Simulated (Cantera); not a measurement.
Cantera run, input and output.

```python
import numpy as np
import cantera as ct

gas = ct.Solution("gri30.yaml")
gas.TPX = 1450, 1000000, {'CO': 0.013, 'O2': 0.046, 'H2O': 0.0082, 'N2': 1}
inlet = ct.Reservoir(gas, clone=True)

reactor = ct.IdealGasConstPressureReactor(gas, energy="off", clone=False)
exhaust = ct.Reservoir(gas, clone=True)
tau = [0.61, 0.2, 0.063, 0.021, 0.0067, 0.0022, 0.0007, 0.00023][0]
for a, b in ((inlet, reactor), (reactor, exhaust)):
    ct.MassFlowController(a, b, mdot=lambda t: reactor.mass / tau)
net = ct.ReactorNet([reactor])
show = ['CO', 'O2', 'H2O', 'HO2', 'H2O2']

rows = []
print(f"{'tau/s':>10s}{'T/K':>9s}" + "".join(f"{s:>11s}" for s in show))
for tau in [0.61, 0.2, 0.063, 0.021, 0.0067, 0.0022, 0.0007, 0.00023]:
    net.initial_time = 0.0
    net.advance(30 * tau)
    before = gas.X
    net.advance(40 * tau)
    drift = np.max(np.abs(gas.X - before) / (gas.X + 1e-9))
    rows.append([gas.T, *gas[show].X, drift])
    print(f"{tau:10.3e}{gas.T:9.1f}" + "".join(f"{x:11.3e}" for x in gas[show].X))
```

Result:

```
     tau/s      T/K         CO         O2        H2O        HO2       H2O2
 6.100e-01   1450.0  4.653e-05  3.726e-02  7.723e-03  2.626e-07  5.968e-09
 2.000e-01   1450.0  1.053e-04  3.728e-02  7.720e-03  5.663e-07  1.058e-08
 6.300e-02   1450.0  2.447e-04  3.735e-02  7.715e-03  1.237e-06  1.919e-08
 2.100e-02   1450.0  5.415e-04  3.748e-02  7.708e-03  2.511e-06  3.418e-08
 6.700e-03   1450.0  1.208e-03  3.779e-02  7.696e-03  4.894e-06  6.341e-08
 2.200e-03   1450.0  2.501e-03  3.840e-02  7.677e-03  8.476e-06  1.145e-07
 7.000e-04   1450.0  4.766e-03  3.947e-02  7.649e-03  1.305e-05  1.922e-07
 2.300e-04   1450.0  7.660e-03  4.084e-02  7.622e-03  1.711e-05  2.674e-07
```

Cantera simulation using GRI-Mech 3.0 (53 species, 325 reactions); the numbers are that mechanism's predictions, not measurements.
